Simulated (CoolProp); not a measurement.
Ammonia along the isobar 2.32 MPa: density (kg/m³) from the reference equation and from simpler models built on Tc = 405.6 K, pc = 11.36 MPa, ω = 0.256; each cubic takes its own stable root.

Values from CoolProp's reference Helmholtz-energy equation of state, Gao 2020.

| T (K) | phase | reference | van der Waals | Redlich-Kwong |
|---|---|---|---|---|
| 232.7 | liquid | 691.4 | 361.1 | 532.5 |
| 265.3 | liquid | 650.5 | 340.9 | 498.5 |
| 298 | liquid | 604.4 | 18.63 | 457.7 |
| 330.7 | gas | 17.78 | 16.13 | 16.69 |
| 363.3 | gas | 14.94 | 14.30 | 14.58 |
| 396 | gas | 13.15 | 12.88 | 13.02 |
| 428.7 | gas | 11.84 | 11.73 | 11.81 |
| 461.3 | gas | 10.83 | 10.79 | 10.83 |

At some of these states van der Waals gives the other phase, because its saturation line lies elsewhere.
